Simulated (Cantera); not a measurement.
**Equilibrium for silicon oxide and oxynitride deposition: SiCl4 + N2O + N2**

Input: 1 mol SiCl4, 4.3 mol N2O, 3.3 mol N2, equilibrated at 1152 °C and 150 Torr.

Cantera equilibrium calculation (NASA polynomials, part measured and part estimated; ideal gas, pure solids and liquids). Candidate condensed phases: Si, SiO2, Si2N2O, Si3N4; 23 gas species. The tables hold silica as quartz up to 1696 K and as liquid above; real silica turns to tridymite and cristobalite and melts near 1996 K. Kinetics and transport are ignored.

```json
{
 "x(N2)": "0.696",
 "x(Cl2)": "0.167",
 "x(O2)": "0.105",
 "x(Cl)": "0.0314",
 "x(NO)": "0.000552",
 "x(ClO)": "0.000124",
 "x(NO2)": "1.19e-6",
 "x(O)": "1.01e-6",
 "n(SiO2(β-quartz))": "1.000 mol",
 "gas_amount": "10.92 mol",
 "log10 activity of Si(s) (absent)": "-22.38"
}
```
